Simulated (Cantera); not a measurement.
**Ta2O5 + C + CO + CH4 (carbothermic reduction)**

Input: 1 mol Ta2O5, 2.2 mol C, 0.25 mol CO, 3.7 mol CH4, at 1.30 bar.

Equilibrium computed with Cantera from the NASA thermochemical tables; the gas is ideal and each condensed phase is pure. Candidate condensed phases: C, C6H6, C7H8, C8H18, H2O, Ta, TaC, Ta2O5; 113 gas species. Mutual solubility and eutectic melting of coexisting phases are not modelled. TaC: taken at fixed stoichiometry. Condensed phases not in the tables: Ta2C. Equilibrium is a limit: real reactors are often held back by kinetics, nucleation or transport.

```
T (K)   x H2   x CO       x H    x H2O     x CO2    x TaO2     x CH4  n TaC(s)  n Ta2O5(s)  n Ta2O5(l)
-----  -----  -----  --------  -------  --------  --------  --------  --------  ----------  ----------
1523   0.621  0.375   1.60e-5  0.00282  0.000633  2.07e-12  0.000181      1.70       0.152           0
1598   0.621  0.375   3.68e-5  0.00313  0.000630  2.32e-11   7.08e-5      1.70       0.151           0
1673   0.621  0.375   7.87e-5  0.00343  0.000626  2.07e-10   3.02e-5      1.70       0.150           0
1748   0.621  0.375  0.000158  0.00373  0.000624   1.52e-9   1.39e-5      1.70       0.150           0
1823   0.620  0.375  0.000299  0.00402  0.000622   9.44e-9   6.83e-6      1.70       0.149           0
1898   0.620  0.375  0.000540  0.00431  0.000620   5.04e-8   3.56e-6      1.70       0.149           0
1973   0.619  0.375  0.000931  0.00458  0.000618   2.35e-7   1.96e-6      1.70       0.148           0
2048   0.619  0.374   0.00154  0.00485  0.000617   9.77e-7   1.13e-6      1.70       0.148           0
2123   0.618  0.374   0.00247  0.00495  0.000597   3.33e-6   6.96e-7      1.70           0       0.148
2198   0.617  0.374   0.00384  0.00501  0.000576   1.02e-5   4.48e-7      1.70           0       0.148
2273   0.615  0.374   0.00578  0.00506  0.000557   2.89e-5   2.97e-7      1.70           0       0.147
2348   0.613  0.373   0.00848  0.00509  0.000539   7.61e-5   2.02e-7      1.70           0       0.147
2423   0.610  0.372    0.0121  0.00511  0.000522  0.000187   1.41e-7      1.70           0       0.146
```
x: gas mole fraction; n: condensed amount in mol.

From 1523 K to 2048 K the condensed part is TaC(s) + Ta2O5(s). From 2123 K to 2423 K the condensed part is TaC(s) + Ta2O5(l).
